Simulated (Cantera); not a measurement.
**Fe(CO)5 + H2 (iron carbonyl, mercury and lead vapours)**

Input: 1 mol Fe(CO)5, 2 mol H2, at 0.000450 bar.

Equilibrium computed with Cantera from the NASA thermochemical tables; the gas is ideal and each condensed phase is pure. Candidate condensed phases: C, C6H6, C7H8, C8H18, Fe, Fe(CO)5, FeO, Fe(OH)2, Fe(OH)3, Fe2O3, Fe3O4, H2O; 114 gas species. Condensed phases not in the tables: cementite and carbon dissolved in iron. Kinetics and transport are ignored.

From 898 K to 998 K the condensed part is C(graphite) + Fe(α). From 1048 K to 1148 K the condensed part is Fe(α). From 1198 K to 1548 K the condensed part is Fe(γ).

```csv
T (K),x CO,x H2,x CO2,x Fe,x H,x H2O,x CH4,x C2H2 (acetylene),n C(graphite),n Fe(α),n Fe(γ)
898,0.713,0.286,0.00134,<1e-12,2.76e-9,0.000232,1.18e-5,1.50e-11,0.0109,1.00,0
948,0.714,0.286,0.000402,2.23e-12,1.32e-8,8.89e-5,6.31e-6,7.38e-11,0.00339,1.00,0
998,0.714,0.286,0.000136,3.00e-11,5.42e-8,3.75e-5,3.58e-6,3.09e-10,0.00119,1.00,0
1048,0.714,0.286,5.09e-5,3.12e-10,1.95e-7,1.72e-5,2.14e-6,1.13e-9,0,1.00,0
1098,0.714,0.286,2.10e-5,2.59e-9,6.23e-7,8.44e-6,1.34e-6,3.64e-9,0,1.00,0
1148,0.714,0.286,9.34e-6,1.77e-8,1.81e-6,4.41e-6,8.74e-7,1.06e-8,0,1.00,0
1198,0.714,0.286,4.46e-6,1.03e-7,4.79e-6,2.44e-6,5.89e-7,2.83e-8,0,0,1.000
1248,0.714,0.286,2.27e-6,5.18e-7,1.18e-5,1.41e-6,4.10e-7,6.95e-8,0,0,1.000
1298,0.714,0.286,1.22e-6,2.29e-6,2.70e-5,8.54e-7,2.93e-7,1.59e-7,0,0,1.000
1348,0.714,0.286,6.84e-7,9.06e-6,5.83e-5,5.36e-7,2.14e-7,3.44e-7,0,0,1.000
1398,0.714,0.286,5.19e-7,3.24e-5,0.000119,4.48e-7,1.24e-7,4.21e-7,0,0,1.000
1448,0.714,0.286,4.50e-7,0.000106,0.000232,4.26e-7,6.68e-8,4.04e-7,0,0,0.999
1498,0.714,0.285,3.97e-7,0.000319,0.000433,4.09e-7,3.71e-8,3.84e-7,0,0,0.998
1548,0.713,0.285,3.54e-7,0.000895,0.000775,3.94e-7,2.14e-8,3.63e-7,0,0,0.994
```
x: gas mole fraction; n: condensed amount in mol.
